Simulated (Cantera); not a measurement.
**CH3SiH3 + C2H2 + H2 (silicon carbide growth)**

A closed system holds: 1 mol CH3SiH3, 0.013 mol C2H2, 84 mol H2, at 2325 K.

These are equilibrium values from Cantera (NASA tables, ideal gas, pure condensed phases), not measurements of a reactor. Candidate condensed phases: C, C6H6, C7H8, C8H18, Si, SiC; 87 gas species. The feed counts by its element totals alone. Gases not in the tables: Si2H6 and higher silanes. Equilibrium is a limit: real reactors are often held back by kinetics, nucleation or transport.

| P (Pa) | x H2 | x H | x Si | x C2H2 (acetylene) | x SiC2 | x Si2C | x SiH | x SiH2 | n C(graphite) | n SiC(s) |
|---|---|---|---|---|---|---|---|---|---|---|
| 100 | 0.696 | 0.290 | 0.00831 | 0.00341 | 0.00125 | 3.40e-5 | 7.71e-5 | 2.59e-6 | 0.0365 | 0 |
| 220 | 0.779 | 0.207 | 0.00860 | 0.00381 | 0.00129 | 7.99e-5 | 0.000125 | 6.59e-6 | 0 | 0 |
| 460 | 0.837 | 0.148 | 0.00870 | 0.00398 | 0.00127 | 0.000169 | 0.000190 | 1.50e-5 | 0 | 0 |
| 1000 | 0.882 | 0.103 | 0.00853 | 0.00409 | 0.00122 | 0.000348 | 0.000281 | 3.36e-5 | 0 | 0 |
| 2200 | 0.915 | 0.0709 | 0.00800 | 0.00414 | 0.00111 | 0.000666 | 0.000399 | 7.20e-5 | 0 | 0 |
| 4600 | 0.941 | 0.0498 | 0.00495 | 0.00283 | 0.000458 | 0.000434 | 0.000362 | 9.57e-5 | 0 | 0.392 |
| 10000 | 0.960 | 0.0341 | 0.00286 | 0.00183 | 0.000168 | 0.000251 | 0.000311 | 0.000123 | 0 | 0.645 |
| 22000 | 0.973 | 0.0231 | 0.00162 | 0.00120 | 6.12e-5 | 0.000142 | 0.000263 | 0.000155 | 0 | 0.788 |
| 46000 | 0.982 | 0.0161 | 0.000933 | 0.000829 | 2.42e-5 | 8.19e-5 | 0.000220 | 0.000188 | 0 | 0.864 |
| 100000 | 0.987 | 0.0109 | 0.000512 | 0.000586 | 9.35e-6 | 4.49e-5 | 0.000179 | 0.000226 | 0 | 0.910 |
x: gas mole fraction; n: condensed amount in mol.

At 0.750 Torr the condensed part is C(graphite). From 1.65 Torr to 16.5 Torr nothing is condensed. From 34.5 Torr to 750 Torr the condensed part is SiC(s). The main Si-bearing gas is Si throughout.
